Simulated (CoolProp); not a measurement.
Model: reference Helmholtz-energy equation of state, Penoncello 2003, in CoolProp.

Give the vapour pressure (kPa), liquid density (kg/m³), vapour density (kg/m³), enthalpy of vaporisation (kJ/kg) of saturated CHF3 (R23) at -75.05, -65.35, -55.75 °C.


```tsv
T (°C)	p (kPa)	liquid density (kg/m³)	vapour density (kg/m³)	enthalpy of vaporisation (kJ/kg)
-75.05	149	1420	6.71	234
-65.35	243	1380	10.7	225
-55.75	376	1340	16.2	216
```
